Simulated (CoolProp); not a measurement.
The fluid at 293.15 K and 1.82 MPa is compressed adiabatically to 6.84 MPa with isentropic efficiency 0.75. The same conditions are run with several fluids, on thermodynamics alone (safety and materials aside).

Values from CoolProp's reference Helmholtz-energy equation of state of each fluid (methane: Setzmann 1991; CF4 (R14): Platzer 1990; oxygen: Schmidt 1985; C2F6 (R116): Lemmon 2006; carbon dioxide: Span 1996). The equations of Platzer and Polt are older, rougher fits.

| fluid | work (kJ/kg) | final temperature (K) | final phase | final density (kg/m³) |
|---|---|---|---|---|
| methane | 305 | 425.8 | supercritical | 31.5 |
| CF4 (R14) | 49.4 | 372.9 | supercritical | 211 |
| oxygen | 163 | 468.0 | supercritical | 55.6 |
| C2F6 (R116) | 21.9 | 352.6 | supercritical | 533 |
| carbon dioxide | 101 | 420.5 | gas | 95.8 |

Above 300 K oxygen's equation is extrapolated.
